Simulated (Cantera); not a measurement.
Input: 1 mol B, 0.32 mol H₂O, 120 mol H₂, equilibrated at 2300 K and 0.100 bar.

These are equilibrium values from Cantera (NASA tables, ideal gas, pure condensed phases), not measurements of a reactor. Candidate condensed phases: B, B₂O₃, B₃O₃H₃, H₂O; 23 gas species. The tables' values for BH₂ are old estimates; treat these amounts as uncertain. Gases not in the tables: B₂H₆ and higher boranes. Rates play no part.

Base state: H₂ 0.965, H 0.0301, BH₂ 0.00201, HBO 0.00191, BO 0.000668, B 0.000101, BH 2.76e-5, BH₃ 2.10e-5 (mole fractions); condensed: B(s).

### Question
What changes in the equilibrium state with this change: pressure from 0.100 bar to 2.00 mbar?

### Answer
```json
[
 {"species": "H₂", "before": "0.965", "after": "0.799"},
 {"species": "H", "before": "0.0301", "after": "0.193"},
 {"species": "B", "before": "0.000101", "after": "0.00369"},
 {"species": "BH₃", "before": "2.10e-5", "after": "1.63e-6"},
 {"species": "BH", "before": "2.76e-5", "after": "0.000130"},
 {"species": "B(s), mol", "before": "0.414", "after": "0"}
]
```

### Question
What changes in the equilibrium state with this change: H₂ from 120 to 0.53 mol?

### Answer
| species | before | after |
|---|---|---|
| H₂ | 0.965 | 0.722 |
| HBO | 0.00191 | 0.140 |
| BO | 0.000668 | 0.0566 |
| B₂O₂ | 7.00e-6 | 0.0501 |
| H | 0.0301 | 0.0260 |
| B₂O₃ | 2.26e-9 | 0.00137 |
| HBO₂ | 9.92e-8 | 0.000614 |
| B(s), mol | 0.414 | 0.679 |

### Question
What changes in the equilibrium state with this change: temperature from 2300 K to 2150 K?

### Answer
| species | before | after |
|---|---|---|
| H₂ | 0.965 | 0.983 |
| H | 0.0301 | 0.0132 |
| HBO | 0.00191 | 0.00223 |
| BH₂ | 0.00201 | 0.00102 |
| B | 0.000101 | 1.36e-5 |
| BH | 2.76e-5 | 5.83e-6 |
| B(s), mol | 0.414 | 0.551 |
